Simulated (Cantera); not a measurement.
# Premixed flame

A freely propagating, adiabatic, planar premixed flame of CH₄ : C₂H₆ : C₃H₈ : O₂ : N₂ = 1 : 0.26 : 0.19 : 2.76 : 10.4 (molar parts), unburnt at 375 K and 17000 Pa; mixture-averaged transport, grid criteria slope 0.08 and curve 0.16, no radiation.

Cantera simulation using GRI-Mech 3.0 (53 species, 325 reactions); the numbers are that mechanism's predictions, not measurements. GRI-Mech 3.0 was tuned for natural gas; its chemistry of propane as a main component is partial and can be far from experiment. Burning velocities carry a grid error of a few per cent, more on coarse grids.

| z (mm) | T (K) | u (m/s) | x CH₄ | x C₂H₆ | x C₃H₈ | x O₂ | x H₂O | x C₂H |
|---|---|---|---|---|---|---|---|---|
| -6.59 | 375 | 0.536 | 0.0683 | 0.0178 | 0.0130 | 0.188 | 1.52e-5 | <1e-8 |
| -4.39 | 377 | 0.542 | 0.0679 | 0.0177 | 0.0129 | 0.187 | 0.000253 | <1e-8 |
| -3.29 | 389 | 0.562 | 0.0670 | 0.0175 | 0.0128 | 0.186 | 0.00156 | <1e-8 |
| -2.20 | 489 | 0.719 | 0.0627 | 0.0169 | 0.0125 | 0.177 | 0.0120 | <1e-8 |
| -1.10 | 980 | 1.49 | 0.0440 | 0.0122 | 0.00803 | 0.131 | 0.0600 | <1e-8 |
| -0.549 | 1380 | 2.15 | 0.0263 | 0.00513 | 0.00214 | 0.0858 | 0.0998 | 4.67e-8 |
| 0 | 1720 | 2.73 | 0.00861 | 0.000364 | 3.98e-5 | 0.0403 | 0.136 | 1.39e-6 |
| 0.549 | 1886 | 3.00 | 0.00140 | 4.16e-6 | 2.81e-8 | 0.0145 | 0.155 | 2.53e-6 |
| 1.10 | 1937 | 3.08 | 0.000169 | 5.19e-8 | <1e-8 | 0.00492 | 0.161 | 1.09e-6 |
| 2.20 | 1957 | 3.10 | 3.38e-6 | <1e-8 | <1e-8 | 0.000971 | 0.160 | 8.83e-8 |
| 4.39 | 1965 | 3.11 | 1.36e-8 | <1e-8 | <1e-8 | 0.000501 | 0.158 | <1e-8 |
| 8.78 | 1974 | 3.12 | <1e-8 | <1e-8 | <1e-8 | 0.000425 | 0.159 | <1e-8 |
| 17.6 | 1986 | 3.14 | <1e-8 | <1e-8 | <1e-8 | 0.000331 | 0.159 | <1e-8 |
x: mole fraction of selected species; z is measured from the peak of heat release.

| Quantity | Value |
|---|---|
| laminar burning velocity | 53.5 cm/s |
| thermal thickness | 2.20 mm |
| peak x(C₂H) | 2.65e-6 |
| grid points | 155 |
